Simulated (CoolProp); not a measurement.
Vapour-liquid equilibrium of n-heptane (1) + o-xylene (2) at 174.65 °C; x and y are mole fractions of (1).

Computed with CoolProp (multi-fluid Helmholtz-energy mixture model, Span 2003 and Zhou 2012; pair parameters Bell 2016).

### Question
Give the bubble pressure and the first vapour's composition at x = 0.35, 0.575, 0.65. Is there an azeotrope?

### Answer
x = 0.35: 3.758 bar, y = 0.595; x = 0.575: 4.620 bar, y = 0.764; x = 0.65: 4.895 bar, y = 0.810. No azeotrope shows between x = 0.05 and 0.95.

The pair parameters rest on a limited set of measurements; away from them the model extrapolates.
